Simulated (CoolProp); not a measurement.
Nitrous oxide along the isobar 38800 kPa: fugacity coefficient from the reference equation and from simpler models built on Tc = 309.5 K, pc = 7245 kPa, ω = 0.161; each cubic takes its own stable root.

Values from CoolProp's reference Helmholtz-energy equation of state, Lemmon 2006. It is a short technical equation, of lower accuracy than the large ones.

```csv
T (K),phase,reference
294.9,liquid,0.1869
309.5,liquid,0.2327
324.1,supercritical,0.2814
338.7,supercritical,0.3318
353.3,supercritical,0.3829
367.9,supercritical,0.4337
382.5,supercritical,0.4832
397.1,supercritical,0.5308
```

Task: How far does each simpler model (van der Waals, Redlich-Kwong, Peng-Robinson) lie from the reference over these 8 states: mean and median of the absolute difference, and the worst?

Result: 
- van der Waals: mean 17.8 %, median 12.9 %, worst +49.2 % at 294.9 K and 38800 kPa
- Redlich-Kwong: mean 4.5 %, median 3.5 %, worst +11.4 % at 294.9 K and 38800 kPa
- Peng-Robinson: mean 1.6 %, median 1.5 %, worst -2.7 % at 294.9 K and 38800 kPa
